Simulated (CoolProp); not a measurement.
Values from CoolProp's reference Helmholtz-energy equation of state, Thol 2019.

Problem. For dodecamethylpentasiloxane (MD3M), give the phase and the speed of sound (m/s), fugacity coefficient at 620 K and 7.15 bar; 620 K and 10 bar.

Solution. 
- 620 K and 7.15 bar: gas; speed of sound 67.0, fugacity coefficient 0.720
- 620 K and 10 bar: liquid; speed of sound 95.6, fugacity coefficient 0.579
